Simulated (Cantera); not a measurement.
An isothermal, constant-pressure homogeneous reactor starts with C2H4 : H2 = 1 : 3.9 (molar parts), at 1575 K and 188 Torr.

Detailed kinetics in Cantera: GRI-Mech 3.0 (53 species, 325 reactions). GRI-Mech 3.0 was tuned for natural gas; its chemistry of ethylene as a main component is partial and can be far from experiment. GRI-Mech 3.0 stops at C3 and has no aromatics, soot or wall deposition, so with more carbon than oxygen in the feed, carbon stays in small species such as C2H2 where larger ones or solid carbon would form.

x: mole fraction; the columns are a selection and need not sum to one.

```json
[
 {"t (s)": "1.00e-5", "x C2H4": "0.204", "x H2": "0.796", "x C2H": "<1e-12", "x C2H6": "2.86e-9", "x CH4": "1.75e-11", "x CH3": "2.07e-11", "x C2H2": "4.48e-5"},
 {"t (s)": "4.61e-5", "x C2H4": "0.204", "x H2": "0.796", "x C2H": "<1e-12", "x C2H6": "4.27e-8", "x CH4": "1.73e-9", "x CH3": "4.42e-10", "x C2H2": "0.000210"},
 {"t (s)": "0.000213", "x C2H4": "0.203", "x H2": "0.796", "x C2H": "7.55e-12", "x C2H6": "7.62e-7", "x CH4": "1.51e-7", "x CH3": "(withheld)", "x C2H2": "0.00103"},
 {"t (s)": "0.000980", "x C2H4": "0.196", "x H2": "0.797", "x C2H": "2.99e-10", "x C2H6": "1.38e-5", "x CH4": "1.35e-5", "x CH3": "(withheld)", "x C2H2": "0.00631"},
 {"t (s)": "0.00452", "x C2H4": "0.135", "x H2": "0.807", "x C2H": "9.95e-9", "x C2H6": "5.58e-5", "x CH4": "0.000593", "x CH3": "(withheld)", "x C2H2": "0.0573"},
 {"t (s)": "0.0208", "x C2H4": "0.0192", "x H2": "0.826", "x C2H": "3.44e-8", "x C2H6": "9.39e-6", "x CH4": "0.00203", "x CH3": "(withheld)", "x C2H2": "0.153"},
 {"t (s)": "0.0960", "x C2H4": "0.00465", "x H2": "0.828", "x C2H": "5.01e-8", "x C2H6": "2.52e-6", "x CH4": "0.00312", "x CH3": "(withheld)", "x C2H2": "0.165"},
 {"t (s)": "0.443", "x C2H4": "0.00461", "x H2": "0.825", "x C2H": "4.85e-8", "x C2H6": "2.60e-6", "x CH4": "0.00727", "x CH3": "(withheld)", "x C2H2": "0.163"},
 {"t (s)": "2.04", "x C2H4": "0.00446", "x H2": "0.816", "x C2H": "4.45e-8", "x C2H6": "3.49e-6", "x CH4": "0.0204", "x CH3": "(withheld)", "x C2H2": "0.159"},
 {"t (s)": "9.41", "x C2H4": "0.00438", "x H2": "0.811", "x C2H": "4.26e-8", "x C2H6": "4.44e-6", "x CH4": "0.0283", "x CH3": "5.33e-5", "x C2H2": "0.156"},
 {"t (s)": "43.4", "x C2H4": "0.00438", "x H2": "0.811", "x C2H": "4.25e-8", "x C2H6": "4.44e-6", "x CH4": "0.0283", "x CH3": "5.34e-5", "x C2H2": "0.156"},
 {"t (s)": "200", "x C2H4": "0.00438", "x H2": "0.811", "x C2H": "4.25e-8", "x C2H6": "4.44e-6", "x CH4": "0.0283", "x CH3": "5.34e-5", "x C2H2": "0.156"}
]
```

**Question.** Complete the blanks.

**Answer.** 
- 0.000213, x CH3: 8.45e-9
- 0.000980, x CH3: 1.71e-7
- 0.00452, x CH3: 1.52e-6
- 0.0208, x CH3: 3.33e-6
- 0.0960, x CH3: 6.64e-6
- 0.443, x CH3: 1.50e-5
- 2.04, x CH3: 3.96e-5
